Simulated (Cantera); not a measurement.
An isothermal, constant-pressure homogeneous reactor starts with NO : N₂ = 1 : 0.64 (molar parts), at 1500 K and 1.00 atm. Integrator tolerance rtol = 1e-08.

Model: GRI-Mech 3.0 (53 species, 325 reactions), integrated in Cantera.

Question: What does this change do: temperature 1500 to 1525 K?

Answer: 
| quantity | before | after |
|---|---|---|
| x(NO) at 4.00 s | 0.583 (gas-phase equilibrium 0.00139) | 0.573 (gas-phase equilibrium 0.00157) |
| x(O) at 4.00 s | 5.25e-7 (gas-phase equilibrium 2.24e-6) | 8.36e-7 (gas-phase equilibrium 3.12e-6) |
| x(NO₂) at 4.00 s | 0.000846 (gas-phase equilibrium 8.99e-6) | 0.000884 (gas-phase equilibrium 9.40e-6) |
| x(N₂O) at 4.00 s | 0.000114 (gas-phase equilibrium 8.05e-8) | 0.000113 (gas-phase equilibrium 9.01e-8) |
| x(N₂) at 4.00 s | 0.404 (gas-phase equilibrium 0.694) | 0.408 (gas-phase equilibrium 0.694) |
| x(O₂) at 4.00 s | 0.0128 (gas-phase equilibrium 0.304) | 0.0175 (gas-phase equilibrium 0.304) |

Question: What does this change do: temperature 1500 to 2100 K?

Answer: 
| quantity | before | after |
|---|---|---|
| x(NO) at 4.00 s | 0.583 (gas-phase equilibrium 0.00139) | 0.0113 (gas-phase equilibrium 0.0111) |
| x(O) at 4.00 s | 5.25e-7 (gas-phase equilibrium 2.24e-6) | 0.000759 (gas-phase equilibrium 0.000759) |
| x(NO₂) at 4.00 s | 0.000846 (gas-phase equilibrium 8.99e-6) | 1.99e-5 (gas-phase equilibrium 1.96e-5) |
| x(N₂O) at 4.00 s | 0.000114 (gas-phase equilibrium 8.05e-8) | 5.88e-7 (gas-phase equilibrium 5.86e-7) |
| x(N₂) at 4.00 s | 0.404 (gas-phase equilibrium 0.694) | 0.689 (gas-phase equilibrium 0.689) |
| x(O₂) at 4.00 s | 0.0128 (gas-phase equilibrium 0.304) | 0.299 (gas-phase equilibrium 0.299) |
